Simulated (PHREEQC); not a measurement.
Solution (80 °C): 7.3e-05 mol/kgw Na2SiF6 and 0.00032 mol/kgw (NH4)2CO3. Closed to the air; pH follows from the charge balance.

Computed with PHREEQC (ion-association model, wateq4f.dat).

```tsv
quantity	before	after
pH	7.00	7.74
ionic strength (mol/kgw)	0.000706	0.000751
NH4+ (mol/kgw)	0.000560	0.000604
HCO3- (mol/kgw)	0.000264	0.000308
NH3 (mol/kgw)	8.05e-5	3.61e-5
CO2 (mol/kgw)	5.54e-5	1.11e-5
```

Problem. Name the change that produced these shifts.
A. Na2SiF6 from 7.3e-05 to 7.3e-06 mol/kgw
B. temperature from 80 to 35 °C
C. (NH4)2CO3 from 0.00032 to 6.4e-05 mol/kgw
D. Na2SiF6 from 7.3e-05 to 8.03e-05 mol/kgw
E. (NH4)2CO3 from 0.00032 to 0.000288 mol/kgw

Solution. B, temperature from 80 to 35 °C

No solid was allowed to form. At this temperature some constants are extrapolated from 25 °C, and those without enthalpy data are left unchanged. SiF6-2 is the database's only silicon fluoride.
